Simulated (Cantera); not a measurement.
A freely propagating, adiabatic, planar premixed flame of H₂ : O₂ : N₂ = 1 : 0.5 : 1.88 (molar parts), equivalence ratio 1.0, unburnt at 325 K and 0.247 atm; mixture-averaged transport, grid criteria slope 0.08 and curve 0.16, no radiation.

Model: the H2/O2 subset of GRI-Mech 3.0, which has no nitrogen chemistry, integrated in Cantera. Burning velocities carry a grid error of a few per cent, more on coarse grids.

Question: How do the results move with these cheaper or finer settings: unity-Lewis-number transport; multicomponent transport; multicomponent+Soret transport; grid criteria slope 0.5, curve 1; grid criteria slope 0.25, curve 0.5; grid criteria slope 0.03, curve 0.06?

Answer: 
```
setting                               laminar burning velocity  thermal thickness  peak x(H₂O₂)  peak x(HO₂)  grid points
------------------------------------  ------------------------  -----------------  ------------  -----------  -----------
as above                                              242 cm/s            2.26 mm       6.27e-5     0.000207          126
unity-Lewis-number transport                          156 cm/s            1.78 mm       1.61e-5     0.000149          111
multicomponent transport                              237 cm/s            2.25 mm       6.37e-5     0.000207          126
multicomponent+Soret transport                        221 cm/s            2.20 mm       6.31e-5     0.000206          126
grid criteria slope 0.5, curve 1                      273 cm/s            2.90 mm       4.05e-5     0.000200           39
grid criteria slope 0.25, curve 0.5                   248 cm/s            2.43 mm       5.51e-5     0.000198           59
grid criteria slope 0.03, curve 0.06                  241 cm/s            2.22 mm       6.49e-5     0.000210          270
```
Unity Lewis numbers drop preferential diffusion, which matters most where H2 and H carry the flame; Soret adds thermal diffusion.
